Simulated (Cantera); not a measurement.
# Formation from one mole of O₂

Cantera with NASA thermochemical tables; ideal gases at 1 bar, condensed phases pure. Values are per mole of reaction as written; species without (g) are pure solids or liquids, kept so even where they would boil at 1 bar.

1.333 Ti + O₂(g) = 0.6667 Ti₂O₃

```
T (K)  ΔH° (kJ)  ΔS° (J/K)  ΔG° (kJ)  log10 K  condensed phases
-----  --------  ---------  --------  -------  ----------------
1023     -999.8     -172.0    -823.8    42.06   Ti(α), Ti₂O₃(s)
1123     -998.4     -170.7    -806.7    37.52   Ti(α), Ti₂O₃(s)
1223    -1001.6     -173.5    -789.4    33.71   Ti(β), Ti₂O₃(s)
1323     -999.2     -171.6    -772.1    30.48   Ti(β), Ti₂O₃(s)
1423     -996.9     -170.0    -755.1    27.72   Ti(β), Ti₂O₃(s)
1523     -994.9     -168.6    -738.1    25.32   Ti(β), Ti₂O₃(s)
1623     -993.0     -167.4    -721.3    23.21   Ti(β), Ti₂O₃(s)
1723     -991.4     -166.4    -704.6    21.36   Ti(β), Ti₂O₃(s)
1823     -989.9     -165.6    -688.0    19.71   Ti(β), Ti₂O₃(s)
```

2 C + O₂(g) = 2 CO(g)

| T (K) | ΔH° (kJ) | ΔS° (J/K) | ΔG° (kJ) | log10 K |
|---|---|---|---|---|
| 1023 | -224.2 | 176.3 | -404.6 | 20.66 |
| 1123 | -225.5 | 175.2 | -422.2 | 19.64 |
| 1223 | -226.7 | 174.1 | -439.7 | 18.78 |
| 1323 | -228.0 | 173.1 | -457.0 | 18.04 |
| 1423 | -229.4 | 172.1 | -474.3 | 17.41 |
| 1523 | -230.8 | 171.2 | -491.5 | 16.86 |
| 1623 | -232.2 | 170.3 | -508.5 | 16.37 |
| 1723 | -233.6 | 169.4 | -525.5 | 15.93 |
| 1823 | -235.1 | 168.6 | -542.4 | 15.54 |

Nb + O₂(g) = NbO₂(g)

```json
[
 {"T (K)": "1023", "ΔH° (kJ)": "-205.1", "ΔS° (J/K)": "22.4", "ΔG° (kJ)": "-227.9", "log10 K": "11.64"},
 {"T (K)": "1123", "ΔH° (kJ)": "-205.8", "ΔS° (J/K)": "21.7", "ΔG° (kJ)": "-230.1", "log10 K": "10.70"},
 {"T (K)": "1223", "ΔH° (kJ)": "-206.6", "ΔS° (J/K)": "21.0", "ΔG° (kJ)": "-232.3", "log10 K": "9.92"},
 {"T (K)": "1323", "ΔH° (kJ)": "-207.4", "ΔS° (J/K)": "20.4", "ΔG° (kJ)": "-234.4", "log10 K": "9.25"},
 {"T (K)": "1423", "ΔH° (kJ)": "-208.3", "ΔS° (J/K)": "19.7", "ΔG° (kJ)": "-236.4", "log10 K": "8.68"},
 {"T (K)": "1523", "ΔH° (kJ)": "-209.2", "ΔS° (J/K)": "19.1", "ΔG° (kJ)": "-238.3", "log10 K": "8.17"},
 {"T (K)": "1623", "ΔH° (kJ)": "-210.3", "ΔS° (J/K)": "18.4", "ΔG° (kJ)": "-240.2", "log10 K": "7.73"},
 {"T (K)": "1723", "ΔH° (kJ)": "-211.3", "ΔS° (J/K)": "17.8", "ΔG° (kJ)": "-242.0", "log10 K": "7.34"},
 {"T (K)": "1823", "ΔH° (kJ)": "-212.5", "ΔS° (J/K)": "17.1", "ΔG° (kJ)": "-243.7", "log10 K": "6.98"}
]
```

0.6667 Cr + O₂(g) = 0.6667 CrO₃(g)

| T (K) | ΔH° (kJ) | ΔS° (J/K) | ΔG° (kJ) | log10 K |
|---|---|---|---|---|
| 1023 | -197.5 | -47.7 | -148.7 | 7.59 |
| 1123 | -198.0 | -48.1 | -143.9 | 6.69 |
| 1223 | -198.5 | -48.6 | -139.1 | 5.94 |
| 1323 | -199.2 | -49.1 | -134.2 | 5.30 |
| 1423 | -200.0 | -49.7 | -129.2 | 4.74 |
| 1523 | -200.9 | -50.4 | -124.2 | 4.26 |
| 1623 | -202.0 | -51.1 | -119.2 | 3.83 |
| 1723 | -203.3 | -51.8 | -114.0 | 3.46 |
| 1823 | -204.7 | -52.6 | -108.8 | 3.12 |
